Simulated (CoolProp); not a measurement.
Computed with CoolProp (reference Helmholtz-energy equation of state, Lemmon 2013).

**Question.** For propylene, give the phase and the Z, viscosity (µPa s), Prandtl number at 301.85 °C and 36 bar.

**Answer.** 
- 301.85 °C and 36 bar: gas; Z 0.947, viscosity 17.3, Prandtl number 0.750

Viscosity comes from a separate model (Huber 2003), an estimate that may be off by 10 % or more. Thermal conductivity comes from a separate model (Huber 2003), an estimate that may be off by 10 % or more.
